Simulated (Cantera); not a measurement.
Input: 1 mol CHF3, 2.6 mol HCl, 0.00099 mol HF, at 0.00250 bar.

Method: chemical equilibrium by Gibbs-energy minimisation in Cantera with the NASA 1993 tables (ideal gas, pure condensed phases). Candidate condensed phases: C, C6H6, C7H8, C8H18; 118 gas species. The tables' values for CCl are old estimates; treat these amounts as uncertain. Equilibrium is a limit: real reactors are often held back by kinetics, nucleation or transport.

x: gas mole fraction; n: condensed amount in mol.

```csv
T (K),x HF,x Cl,x H,x F,x HCl,x C,x C3,n C(graphite)
2275,0.529,0.360,0.00585,0.00286,0.101,2.22e-6,4.19e-6,0.999
2475,0.511,0.375,0.0285,0.00711,0.0744,4.70e-5,0.000134,0.995
2675,___,0.388,___,___,___,___,___,0.936
2875,0.373,0.367,0.131,0.0621,0.0157,0.00586,0.0310,0.219
3075,___,___,___,___,___,___,0.0293,0
3275,0.129,0.298,0.281,0.210,0.00267,0.0451,0.0151,0
3475,0.0518,0.273,0.324,0.259,0.00107,0.0751,0.00412,0
```

Fill in the missing entries.


- 2675, x HF: 0.469
- 2675, x H: 0.0730
- 2675, x F: 0.0219
- 2675, x HCl: 0.0381
- 2675, x C: 0.000630
- 2675, x C3: 0.00252
- 3075, x HF: 0.251
- 3075, x Cl: 0.334
- 3075, x H: 0.208
- 3075, x F: 0.133
- 3075, x HCl: 0.00655
- 3075, x C: 0.0193
